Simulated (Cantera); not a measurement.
Feed: 1 mol B2H6, 0.34 mol N2, equilibrated at 1000 K and 1000 Pa.

Cantera equilibrium calculation (NASA polynomials, part measured and part estimated; ideal gas, pure solids and liquids). Candidate condensed phases: B, BN; 15 gas species. The feed counts by its element totals alone. N2 is the only nitrogen source here; it is nearly inert below about 1500 K, so the nitride shown seldom forms there in practice. The numbers say what is thermodynamically allowed, not how fast it happens.

Problem. What is the equilibrium state?

Solution. 
| Quantity | Value |
|---|---|
| x(H2) | 1.00 |
| n(B(s)) | 1.32 mol |
| n(BN(s)) | 0.680 mol |
| gas amount | 3.000 mol |
